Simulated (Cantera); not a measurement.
Cantera with NASA thermochemical tables; ideal gases at 1 bar, condensed phases pure. Values are per mole of reaction as written; species without (g) are pure solids or liquids, kept so even where they would boil at 1 bar.

4 LiCl + NO2(g) = N(g) + 2 Cl2(g) + 2 Li2O, with ΔH° = 874.0 kJ and ΔS° = 197.7 J/K at 300 K.

Q: How far is the shortcut ΔG° ≈ ΔH°(300 K) − T·ΔS°(300 K) from the full temperature-dependent value at 1400, 1475, 1550, 1625, 1700, 1775, 1850, 1925 K?

A: 
```csv
T (K),shortcut (kJ),full (kJ),difference (kJ),difference in log10 K,condensed phases
1400,597.2,675.2,-78.0,2.91,"LiCl(l), Li2O(s)"
1475,582.4,670.6,-88.2,3.12,"LiCl(l), Li2O(s)"
1550,567.5,665.9,-98.3,3.31,"LiCl(l), Li2O(s)"
1625,552.7,661.2,-108.5,3.49,"LiCl(l), Li2O(s)"
1700,537.9,656.5,-118.6,3.65,"LiCl(l), Li2O(s)"
1775,523.1,651.8,-128.8,3.79,"LiCl(l), Li2O(s)"
1850,508.2,646.6,-138.4,3.91,"LiCl(l), Li2O(l)"
1925,493.4,637.1,-143.7,3.90,"LiCl(l), Li2O(l)"
```
The shortcut ignores heat capacities and the phase changes listed.
